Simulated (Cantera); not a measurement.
Input (Python, Cantera) and output of one run.

```python
import numpy as np
import cantera as ct

gas_names = """
    F FO FO2 F2 F2O H HF HOF HO2 H2 H2F2 H2O H2O2 H3F3 H4F4 H5F5 H6F6 H7F7 O OH O2 O3 Si SiF SiF2 SiF3
    SiF4 SiH SiHF3 SiH2 SiH2F2 SiH3 SiH3F SiH4 SiO SiO2 Si2 Si3
""".split()
cond_names = """
    H2O(s) H2O(L) Si(cr) Si(L) SiO2(Lqz) SiO2(hqz) SiO2(L)
""".split()


# ... load() reads the species with a 1 bar reference pressure and builds the phases ...
atoms = {
    'SiF4': {'Si': 1, 'F': 4},
    'H2O': {'H': 2, 'O': 1},
}
top_T = {}  # K; cautious upper limits of use, not melting points


# ... equilibrate(T, P, feed) seeds the gas with the atoms and calls Mixture.equilibrate('TP', solver="vcs", rtol=1e-11, max_steps=5000) ...
results = []
feed = {'SiF4': 1, 'H2O': 0.14}  # mol
P = 80  # Pa
for T in [823, 848, 873, 898, 923, 948, 973, 998]:
    mix = equilibrate(T, P, feed)
    results.append((T, P, feed, dict(zip(mix.species_names, mix.species_moles))))

top = {s: max(r[3][s] / sum(r[3][g] for g in gas_names) for r in results) for s in gas_names}
cols = sorted((s for s in top if top[s] > 1e-05), key=lambda s: -top[s])[:8]
seen = [c for c in cond_names if any(r[3].get(c, 0) > 1e-12 for r in results)]
print("log10 of partial pressures in bar; condensed amounts in mol")
print(f"{'T/K':>10s}" + "".join(f"{s[:9]:>10s}" for s in cols + seen))
for T, P, feed, n in results:
    ng = sum(n[g] for g in gas_names)
    print(f"{T:10.4g}" + "".join(f"{np.log10(max(n[s] / ng * P / 1e5, 1e-99)):10.3f}" for s in cols)
          + "".join(f"{n.get(c, 0):10.4g}" for c in seen))
```

It prints:

```
log10 of partial pressures in bar; condensed amounts in mol
       T/K      SiF4        HF       H2O SiO2(Lqz) SiO2(hqz)
       823    -3.205    -3.777    -5.019    0.0628         0
       848    -3.206    -3.769    -5.101         0   0.06404
       873    -3.207    -3.763    -5.183         0   0.06505
       898    -3.208    -3.757    -5.261         0   0.06587
       923    -3.208    -3.753    -5.338         0   0.06653
       948    -3.209    -3.750    -5.411         0   0.06707
       973    -3.209    -3.747    -5.482         0   0.06751
       998    -3.209    -3.745    -5.550         0   0.06787
```

These are equilibrium values from Cantera (NASA tables, ideal gas, pure condensed phases), not measurements of a reactor.
